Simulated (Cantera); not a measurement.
Mixture: CH4 : O2 : N2 = 1 : 1.43 : 4 (molar parts), equivalence ratio 1.4, at 1.00 bar, adiabatic and at constant pressure. Ignition delay is the time to a rise of 400 K.

Cantera simulation using GRI-Mech 3.0 (53 species, 325 reactions); the numbers are that mechanism's predictions, not measurements.

Problem. Predict: delay at 1200 K; delay at 1350 K; delay at 1500 K; delay at 1650 K; delay at 1800 K; apparent activation energy between 1725 and 1875 K.

Solution. 
- delay at 1200 K = 42.8 ms
- delay at 1350 K = 5.82 ms
- delay at 1500 K = 1.07 ms
- delay at 1650 K = 0.275 ms
- delay at 1800 K = 95.4 µs
- apparent activation energy between 1725 and 1875 K = 170 kJ/mol
